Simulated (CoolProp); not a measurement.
Carbon monoxide along the isotherm 80.8 K: density (kg/m³) from the reference equation and from simpler models built on Tc = 132.9 K, pc = 3.498 MPa, ω = 0.050; each cubic takes its own stable root.

Computed with CoolProp (reference Helmholtz-energy equation of state, Lemmon 2006). It is a short technical equation, of lower accuracy than the large ones.

| p (MPa) | phase | reference |
|---|---|---|
| 0.525 | liquid | 797.9 |
| 1.05 | liquid | 799.2 |
| 1.57 | liquid | 800.4 |
| 2.1 | liquid | 801.6 |
| 2.62 | liquid | 802.8 |
| 3.15 | liquid | 804.0 |
| 3.67 | liquid | 805.2 |
| 4.2 | liquid | 806.4 |
| 4.72 | liquid | 807.5 |
| 5.25 | liquid | 808.6 |

### Question
How far does each simpler model (Soave-Redlich-Kwong, Peng-Robinson) lie from the reference over these 10 states: mean and median of the absolute difference, and the worst?

### Answer
- Soave-Redlich-Kwong: mean 0.1 %, median 0.1 %, worst -0.2 % at 80.8 K and 0.525 MPa
- Peng-Robinson: mean 12.8 %, median 12.8 %, worst +12.8 % at 80.8 K and 5.25 MPa
